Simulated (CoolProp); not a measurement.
Model: reference Helmholtz-energy equation of state, Tillner-Roth 1997, in CoolProp.

Task: For CH2F2 (R32), give the phase and the density (kg/m³), Joule-Thomson coefficient (K/MPa), fugacity coefficient at 161.85 °C and 7530 kPa.

Result: 
- 161.85 °C and 7530 kPa: supercritical; density 143, Joule-Thomson coefficient 6.50, fugacity coefficient 0.789
